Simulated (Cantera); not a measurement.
What does this Cantera script print?

```python
import numpy as np
import cantera as ct

gas_names = """
    CL CL2 N N2 Si SiCL SiCL2 SiCL3 SiCL4 SiN Si2 Si2N Si3
""".split()
cond_names = """
    Si(cr) Si(L) Si3N4(a)
""".split()


# ... load() reads the species with a 1 bar reference pressure and builds the phases ...
atoms = {
    'SiCl4': {'Si': 1, 'CL': 4},
    'Cl2': {'CL': 2},
    'N2': {'N': 2},
}
top_T = {'Si3N4(a)': 2400}  # K; cautious upper limits of use, not melting points


# ... equilibrate(T, P, feed) seeds the gas with the atoms and calls Mixture.equilibrate('TP', solver="vcs", rtol=1e-11, max_steps=5000) ...
results = []
feed = {'SiCl4': 1, 'Cl2': 0.15, 'N2': 300}  # mol
T = 1148  # K
P = 19000  # Pa
mix = equilibrate(T, P, feed)
results.append((T, P, feed, dict(zip(mix.species_names, mix.species_moles))))
print(gas.report(threshold=1e-05))
for i in range(1, mix.n_phases):
    print(f"{mix.phase(i).name:16s} {mix.phase_moles(i):12.5e} mol")
```

It prints:

```
       temperature   1148 K
          pressure   19000 Pa
           density   0.05674 kg/m^3
  mean mol. weight   28.505 kg/kmol
   phase of matter   gas

                          1 kg             1 kmol
                     ---------------   ---------------
          enthalpy         8.551e+05        2.4374e+07  J
   internal energy        5.2024e+05        1.4829e+07  J
           entropy              8685        2.4756e+05  J/K
    Gibbs function       -9.1152e+06       -2.5983e+08  J
 heat capacity c_p            1180.5             33649  J/K
 heat capacity c_v            888.79             25335  J/K

                      mass frac. Y      mole frac. X     chem. pot. / RT
                     ---------------   ---------------   ---------------
                CL        0.00015932        0.00012811           -19.426
               CL2         0.0010795        0.00043401           -38.851
                N2           0.97897           0.99612           -26.895
             SiCL4          0.019789         0.0033204           -123.84
     [   +9 minor]        7.4095e-08        1.5711e-08

Si(cr)            0.00000e+00 mol
Si3N4(a)          0.00000e+00 mol
```

Equilibrium computed with Cantera from the NASA thermochemical tables; the gas is ideal and each condensed phase is pure.
